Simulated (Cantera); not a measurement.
**B2H6 + H2O (boron, boron nitride and boron oxide)**

Feed: 1 mol B2H6, 0.52 mol H2O, equilibrated at 1175 K and 0.120 bar.

Method: chemical equilibrium by Gibbs-energy minimisation in Cantera with the NASA 1993 tables (ideal gas, pure condensed phases). Candidate condensed phases: B, B2O3, B3O3H3, H2O; 23 gas species. The feed counts by its element totals alone. Mutual solubility and eutectic melting of coexisting phases are not modelled. Equilibrium is a limit: real reactors are often held back by kinetics, nucleation or transport.

```
Property                                  Value
------------------------------------  ---------
x(H2)                                     0.998
x(B3O3H3)                               0.00235
x(HBO)                                 0.000110
x(HBO2)                                 1.04e-6
n(B(s))                                1.64 mol
n(B2O3(l))                            0.165 mol
gas amount                            3.516 mol
log10 activity of B3O3H3(s) (absent)      -7.40
```
